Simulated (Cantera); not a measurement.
## Dilute partial oxidation

An isothermal, constant-pressure homogeneous reactor starts with 2.36 % CH3OH, 0.272 % O2, 90.8 % N2, 6.54 % H2O, equivalence ratio 13, at 925 K and 4.00 bar.

Cantera simulation using GRI-Mech 3.0 (53 species, 325 reactions); the numbers are that mechanism's predictions, not measurements. GRI-Mech 3.0 was tuned for natural gas; its chemistry of methanol as a main component is partial and can be far from experiment. Below about 1000 K GRI-Mech 3.0 lacks low-temperature oxidation paths.

| t (s) | x CH3OH | x O2 | x CH2CO | x N2O | x NO |
|---|---|---|---|---|---|
| 5.00e-5 | 0.0236 | 0.00272 | <1e-12 | <1e-12 | <1e-12 |
| 0.000136 | 0.0236 | 0.00272 | <1e-12 | <1e-12 | <1e-12 |
| 0.000369 | 0.0236 | 0.00272 | <1e-12 | <1e-12 | <1e-12 |
| 0.00100 | 0.0236 | 0.00272 | <1e-12 | <1e-12 | <1e-12 |
| 0.00273 | 0.0236 | 0.00272 | <1e-12 | <1e-12 | <1e-12 |
| 0.00741 | 0.0236 | 0.00272 | <1e-12 | <1e-12 | <1e-12 |
| 0.0202 | 0.0236 | 0.00272 | <1e-12 | <1e-12 | <1e-12 |
| 0.0548 | 0.0236 | 0.00272 | <1e-12 | <1e-12 | <1e-12 |
| 0.149 | 0.0236 | 0.00272 | <1e-12 | <1e-12 | <1e-12 |
| 0.405 | 0.0236 | 0.00272 | <1e-12 | 1.26e-12 | <1e-12 |
| 1.10 | 0.0236 | 0.00272 | <1e-12 | 1.06e-11 | <1e-12 |
| 2.99 | 0.000964 | 1.09e-12 | 3.12e-6 | 3.33e-10 | <1e-12 |
| 8.12 | 0.000680 | <1e-12 | 2.27e-6 | 3.29e-10 | <1e-12 |
| 22.1 | 0.000275 | <1e-12 | 1.03e-6 | 3.21e-10 | <1e-12 |
| 60.0 | 3.23e-5 | <1e-12 | 1.81e-7 | 3.01e-10 | <1e-12 |
x: mole fraction; the columns are a selection and need not sum to one.

Equilibrium at this temperature and pressure: CH3OH 2.82e-11, O2 <1e-12, CH2CO <1e-12, N2O <1e-12, NO <1e-12 (gas phase only).
